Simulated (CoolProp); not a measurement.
Properties of dodecamethylpentasiloxane (MD3M) along the isotherm 346.85 °C (Tc = 354.9 °C, pc = 954.0 kPa, ω = 0.730).

Computed with CoolProp (reference Helmholtz-energy equation of state, Thol 2019).

```csv
p (kPa),phase,density (kg/m³),cp (kJ/(kg K)),cv (kJ/(kg K)),speed of sound (m/s),expansivity (1/kK),fugacity coefficient
596,gas,63.58,2.271,2.128,79.60,6.228,0.7667
1190,liquid,456.7,2.593,2.155,120.3,7.658,0.5026
1790,liquid,490.2,2.455,2.141,168.9,4.507,0.3671
2380,liquid,509.8,2.407,2.134,201.4,3.494,0.3015
2980,liquid,524.4,2.380,2.130,227.7,2.946,0.2626
3580,liquid,536.1,2.362,2.127,249.9,2.595,0.2378
4170,liquid,545.8,2.349,2.125,269.2,2.350,0.2215
4770,liquid,554.4,2.339,2.123,286.8,2.162,0.2101
```
